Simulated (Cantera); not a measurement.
What does this Cantera script print?

```python
import numpy as np
import cantera as ct

gas_names = """
    F F2 N NF NF2 NF3 N2 Si SiF SiF2 SiF3 SiF4 SiN Si2 Si2N Si3
""".split()
cond_names = """
    Si(cr) Si(L) Si3N4(a)
""".split()


# ... load() reads the species with a 1 bar reference pressure and builds the phases ...
atoms = {
    'Si3N4': {'Si': 3, 'N': 4},
    'F2': {'F': 2},
    'N2': {'N': 2},
}
top_T = {'Si3N4(a)': 2400}  # K; cautious upper limits of use, not melting points


# ... equilibrate(T, P, feed) seeds the gas with the atoms and calls Mixture.equilibrate('TP', solver="vcs", rtol=1e-11, max_steps=5000) ...
results = []
feed = {'Si3N4': 1, 'F2': 15, 'N2': 6.6}  # mol
P = 1000  # Pa
for T in [775, 800, 825, 850, 875, 900, 925, 950, 975, 1000, 1025, 1050, 1075, 1100]:
    mix = equilibrate(T, P, feed)
    results.append((T, P, feed, dict(zip(mix.species_names, mix.species_moles))))

top = {s: max(r[3][s] / sum(r[3][g] for g in gas_names) for r in results) for s in gas_names}
cols = sorted((s for s in top if top[s] > 1e-06), key=lambda s: -top[s])[:6]
seen = [c for c in cond_names if any(r[3].get(c, 0) > 1e-12 for r in results)]
print("log10 of partial pressures in bar; condensed amounts in mol")
print(f"{'T/K':>10s}" + "".join(f"{s[:9]:>10s}" for s in cols + seen))
for T, P, feed, n in results:
    ng = sum(n[g] for g in gas_names)
    print(f"{T:10.4g}" + "".join(f"{np.log10(max(n[s] / ng * P / 1e5, 1e-99)):10.3f}" for s in cols)
          + "".join(f"{n.get(c, 0):10.4g}" for c in seen))
```

Output:

```
log10 of partial pressures in bar; condensed amounts in mol
       T/K         F        N2        F2      SiF4       NF3
       775    -3.476    -2.391    -2.447    -2.822    -3.283
       800    -3.296    -2.393    -2.432    -2.835    -3.538
       825    -3.136    -2.397    -2.435    -2.846    -3.802
       850    -2.991    -2.403    -2.450    -2.856    -4.071
       875    -2.861    -2.411    -2.478    -2.866    -4.344
       900    -2.744    -2.421    -2.516    -2.877    -4.623
       925    -2.640    -2.432    -2.567    -2.889    -4.908
       950    -2.550    -2.445    -2.631    -2.902    -5.204
       975    -2.473    -2.459    -2.710    -2.916    -5.511
      1000    -2.410    -2.473    -2.803    -2.931    -5.832
      1025    -2.359    -2.487    -2.912    -2.944    -6.165
      1050    -2.320    -2.498    -3.033    -2.956    -6.509
      1075    -2.290    -2.508    -3.165    -2.965    -6.860
      1100    -2.268    -2.516    -3.304    -2.973    -7.215
```

These are equilibrium values from Cantera (NASA tables, ideal gas, pure condensed phases), not measurements of a reactor.
